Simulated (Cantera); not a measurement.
Input: 1 mol CaO, 15 mol F2, 0.31 mol O2, equilibrated at 775 °C and 75.0 Torr.

Method: chemical equilibrium by Gibbs-energy minimisation in Cantera with the NASA 1993 tables (ideal gas, pure condensed phases). Candidate condensed phases: Ca, CaF2, CaO; 13 gas species. Equilibrium is a limit: real reactors are often held back by kinetics, nucleation or transport.

Base state: F2 0.582, F 0.373, O2 0.0445 (mole fractions); condensed: CaF2(s).

### Question
What changes in the equilibrium state with this change: temperature from 775 °C to 1627 °C?

### Answer
| species | before | after |
|---|---|---|
| F | 0.373 | 0.960 |
| O2 | 0.0445 | 0.0277 |
| CaF2 | <1e-9 | 0.0118 |
| F2 | 0.582 | 0.000731 |
| O | <1e-9 | 0.000157 |
| FO | 2.95e-6 | 2.30e-5 |
| CaF2(s), mol | 1.00 | 0 |
| CaF2(l), mol | 0 | 0.656 |
